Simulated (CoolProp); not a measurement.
The numbers come from the reference Helmholtz-energy equation of state, de Reuck 1993 in CoolProp.

Question: For methanol, give the phase and the isothermal compressibility (1/MPa), viscosity (µPa s), conductivity (mW/(m K)), fugacity coefficient at -64.75 °C and 6930 kPa; 1.15 °C and 6930 kPa; 23.15 °C and 6930 kPa.

Answer: 
- -64.75 °C and 6930 kPa: liquid; isothermal compressibility 0.000665, viscosity 3580, conductivity 219, fugacity coefficient 2.77e-6
- 1.15 °C and 6930 kPa: liquid; isothermal compressibility 0.00100, viscosity 823, conductivity 208, fugacity coefficient 0.000703
- 23.15 °C and 6930 kPa: liquid; isothermal compressibility 0.00115, viscosity 582, conductivity 204, fugacity coefficient 0.00246

Viscosity comes from a separate model (Xiang 2006). Thermal conductivity comes from a separate model (Sykioti 2013).
